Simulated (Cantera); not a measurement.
## Equilibrium for nitride etching: Si3N4 + O2 + H2

Input: 1 mol Si3N4, 8 mol O2, 1.2 mol H2, equilibrated at 0.0278 Torr.

Method: chemical equilibrium by Gibbs-energy minimisation in Cantera with the NASA 1993 tables (ideal gas, pure condensed phases). Candidate condensed phases: H2O, Si, SiO2, Si2N2O, Si3N4; 35 gas species. The tables hold silica as quartz up to 1696 K and as liquid above; real silica turns to tridymite and cristobalite and melts near 1996 K. Kinetics and transport are ignored.

From 750 K to 825 K the condensed part is SiO2(α-quartz). From 900 K to 1275 K the condensed part is SiO2(β-quartz).

```tsv
T (K)	x O2	x N2	x H2O	x NO	n SiO2(α-quartz)	n SiO2(β-quartz)
750	0.579	0.263	0.158	7.69e-7	3.00	0
825	0.579	0.263	0.158	2.92e-6	3.00	0
900	0.579	0.263	0.158	8.85e-6	0	3.00
975	0.579	0.263	0.158	2.26e-5	0	3.00
1050	0.579	0.263	0.158	5.07e-5	0	3.00
1125	0.579	0.263	0.158	0.000102	0	3.00
1200	0.579	0.263	0.158	0.000188	0	3.00
1275	0.579	0.263	0.158	0.000322	0	3.00
```
x: gas mole fraction; n: condensed amount in mol.
